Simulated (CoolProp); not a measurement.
c-C4F8 (RC318) along the isotherm 241 K: fugacity coefficient from the reference equation and from simpler models built on Tc = 388.4 K, pc = 2778 kPa, ω = 0.355; each cubic takes its own stable root.

Values from CoolProp's reference Helmholtz-energy equation of state, Platzer 1990. This equation is an older, rougher fit; its heat capacities, sound speeds and derivatives of the liquid may be far off and weren't checked against measurements.

```json
[
 {"p (kPa)": "1260", "phase": "liquid", "reference": "0.02490", "van der Waals": "0.2303", "Peng-Robinson": "0.02533"},
 {"p (kPa)": "2530", "phase": "liquid", "reference": "0.01335", "van der Waals": "0.1293", "Peng-Robinson": "0.01352"},
 {"p (kPa)": "3790", "phase": "liquid", "reference": "0.009592", "van der Waals": "0.09702", "Peng-Robinson": "0.009669"},
 {"p (kPa)": "5050", "phase": "liquid", "reference": "0.007746", "van der Waals": "0.08178", "Peng-Robinson": "0.007771"},
 {"p (kPa)": "6310", "phase": "liquid", "reference": "0.006669", "van der Waals": "0.07345", "Peng-Robinson": "0.006659"},
 {"p (kPa)": "7580", "phase": "liquid", "reference": "0.005975", "van der Waals": "0.06861", "Peng-Robinson": "0.005938"}
]
```
